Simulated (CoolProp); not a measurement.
Vapour-liquid equilibrium of acetone (1) + toluene (2) at 65.95 °C; x and y are mole fractions of (1).

The numbers come from the multi-fluid Helmholtz-energy mixture model, Lemmon 2006 and Lemmon 2006; pair parameters Bell 2016 in CoolProp.

**Question.** Give the bubble pressure and the first vapour's composition at x = 0.125, 0.35, 0.5. Is there an azeotrope?

**Answer.** x = 0.125: 47.05 kPa, y = 0.553; x = 0.35: 76.50 kPa, y = 0.777; x = 0.5: 91.80 kPa, y = 0.845. No azeotrope shows between x = 0.05 and 0.95.

Pair parameters are fitted to limited data, so mixtures are less certain than the pure fluids.
